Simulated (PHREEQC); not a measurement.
PHREEQC input (ion-association model, wateq4f.dat):

```
SOLUTION_MASTER_SPECIES
  An  An-  0  An  62.0  # stands for a non-complexing anion
SOLUTION_SPECIES
  An- = An-
    -log_k 0
    -gamma 3.0 0
PHASES
  Fix_H+
    H+ = H+
    -log_k 0
SOLUTION 1
  temp 25
  units mmol/kgw
  pH 7 charge
  Cl 0.322
  Mn(2) 0.11
  Sr 0.051
  Na 1
  An 1
END
SELECTED_OUTPUT 1
  -reset false
  -pH true
  -pe true
  -ionic_strength true
  -water true
  -totals Cl Mn Na Sr Mn(2) Mn(3) Mn(6) Mn(7)
  -molalities Hfo_wOH Hfo_wOH2+ Hfo_wO- Hfo_sOH Hfo_sOH2+ Hfo_sO- Hfo_sOMn+ Hfo_wOMn+ Hfo_sOHSr+2 Hfo_wOSr+
    Hfo_wOSrOH
  -saturation_indices Pyrochroite Halite
USER_PUNCH 1
  -headings sigma psi
  10 PUNCH EDL("sigma", "Hfo"), EDL("psi", "Hfo")
PRINT
  -reset false
USE solution 1
SURFACE 1
  Hfo_wOH 9.88764e-05 600 0.044
  Hfo_sOH 2.47191e-06
EQUILIBRIUM_PHASES 1
  Fix_H+ -4 HAn 10
    -force_equality true
END
# ... the last block is repeated for the other 16 points of pH, with NaOH or the acid as the point needs
```

Selected output (columns that matter, 17 of 17 rows; pH added in front):

```
pH	mu	Mn	Na	Sr	m_Hfo_wOH	m_Hfo_wOH2+	m_Hfo_wO-	m_Hfo_sOH	m_Hfo_sOH2+	m_Hfo_sO-	si_Pyrochroite	si_Halite	sigma	psi
4	0.001605	0.00011	0.001	5.1e-05	5.9497e-05	3.7199e-05	2.18e-06	1.4873e-06	9.2991e-07	5.4497e-08	-11.235	-8.1131	0.1312	0.20669
4.5	0.0015279	0.00011	0.001	5.1e-05	6.7525e-05	2.7561e-05	3.79e-06	1.6872e-06	6.8866e-07	9.47e-08	-10.233	-8.1122	0.08906	0.18807
5	0.0015011	0.00010999	0.001	5.1e-05	7.2065e-05	2.1199e-05	5.6123e-06	1.7943e-06	5.2782e-07	1.3974e-07	-9.2326	-8.1119	0.058425	0.1669
5.5	0.0014908	0.00010992	0.001	5.1e-05	7.434e-05	1.7154e-05	7.3803e-06	1.7993e-06	4.152e-07	1.7863e-07	-8.2326	-8.1118	0.036886	0.14356
6	0.0014852	0.00010944	0.001	5.0999e-05	7.5382e-05	1.4488e-05	8.9853e-06	1.4763e-06	2.8374e-07	1.7597e-07	-7.2344	-8.1117	0.022546	0.11868
6.5	0.0014792	0.00010809	0.001	5.0998e-05	7.5708e-05	1.2373e-05	1.0612e-05	5.6796e-07	9.2823e-08	7.9612e-08	-6.2397	-8.1116	0.01349	0.093269
7	0.0014779	0.00010613	0.0010056	5.0997e-05	7.4681e-05	1.0468e-05	1.2206e-05	9.1653e-08	1.2846e-08	1.498e-08	-5.2477	-8.1092	0.0078063	0.067637
7.5	0.0014712	9.8855e-05	0.0010213	5.0995e-05	6.7504e-05	6.4243e-06	1.6249e-05	1.5109e-08	1.4379e-09	3.637e-09	-4.2786	-8.1023	0.0048431	0.048005
8	0.0014578	8.4631e-05	0.0010509	5.0988e-05	4.7669e-05	1.9783e-06	2.6313e-05	4.0744e-09	1.6909e-10	2.249e-09	-3.3464	-8.0898	0.0038213	0.039749
8.5	0.0014467	7.1588e-05	0.0010797	5.0978e-05	2.4681e-05	3.686e-07	3.7861e-05	1.3462e-09	2.0105e-11	2.0651e-09	-2.421	-8.0779	0.0034355	0.036429
9	0.0014454	6.3969e-05	0.0011031	5.0969e-05	1.001e-05	5.0758e-08	4.5224e-05	4.5072e-10	2.2855e-12	2.0363e-09	-1.4764	-8.0685	0.0032359	0.034602
9.5	0.0014621	6.0728e-05	0.0011349	5.0961e-05	3.57e-06	6.025e-09	4.8459e-05	1.4964e-10	2.5254e-13	2.0312e-09	-0.5197	-8.0564	0.0031138	0.033288
10	0.0015256	5.9595e-05	0.0012157	5.0945e-05	1.2506e-06	7.2183e-10	4.9634e-05	5.1182e-11	2.9542e-14	2.0314e-09	0.4122	-8.0273	0.0029645	0.031274
10.5	0.0017388	5.9282e-05	0.0014573	5.0891e-05	4.742e-07	1.0293e-10	5.0044e-05	1.9282e-11	4.1855e-15	2.0349e-09	1.2609	-7.9509	0.0026712	0.026821
11	0.0024485	5.9355e-05	0.0022005	5.0677e-05	2.0849e-07	1.9848e-11	5.017e-05	8.4905e-12	8.0829e-16	2.0431e-09	1.975	-7.779	0.0021259	0.018419
11.5	0.0047944	5.9997e-05	0.0045742	4.976e-05	1.0638e-07	5.1851e-12	4.9997e-05	4.3905e-12	2.14e-16	2.0635e-09	2.5521	-7.4785	0.000957	0.0060394
12	0.012639	6.2959e-05	0.012463	4.5465e-05	6.6714e-08	2.0935e-12	4.8704e-05	2.9364e-12	9.2143e-17	2.1437e-09	2.9178	-7.0781	-0.0031677	-0.012225
```

Along this series the solution becomes supersaturated in solids that the run did not let form, among them Pyrochroite.
